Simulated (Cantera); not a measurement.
Input: 1 mol SiC, 0.37 mol H₂O, 35 mol N₂, held at 3.20 bar.

Method: chemical equilibrium by Gibbs-energy minimisation in Cantera with the NASA 1993 tables (ideal gas, pure condensed phases). Candidate condensed phases: C, C₆H₆, C₇H₈, C₈H₁₈, H₂O, Si, SiC, SiO₂, Si₂N₂O, Si₃N₄; 151 gas species. N₂ is the only nitrogen source here; it is nearly inert below about 1500 K, so the nitride shown seldom forms there in practice. Mutual solubility and eutectic melting of coexisting phases are not modelled. Kinetics and transport are ignored. All values below are at 1177 °C.

Base state: N₂ 0.989, H₂ 0.0106, HCN 7.51e-5, CO 1.65e-5 (mole fractions); condensed: C(graphite) + Si₂N₂O(s) + Si₃N₄(s).

Problem. What changes in the equilibrium state with this change: SiC replaced by Si?

Solution. 
```
species            before   after
----------------  -------  ------
N₂                  0.989   0.989
H₂                 0.0106  0.0106
HCN               7.51e-5       0
CO                1.65e-5       0
C(graphite), mol    0.997       0
Si₂N₂O(s), mol      0.369   0.370
Si₃N₄(s), mol      0.0871  0.0867
```
